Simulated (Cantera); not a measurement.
Charge: 1 mol SiH₄, 2 mol NH₃, at 1398.15 K.

Method: chemical equilibrium by Gibbs-energy minimisation in Cantera with the NASA 1993 tables (ideal gas, pure condensed phases). Candidate condensed phases: Si, Si₃N₄; 18 gas species. Kinetics and transport are ignored.

Task: At 0.158 Torr, list the 3 most abundant gas species with their mole fractions, and the condensed phases.

Result: H₂ 0.937, N₂ 0.0625, H 0.000317. Condensed: Si₃N₄(s).
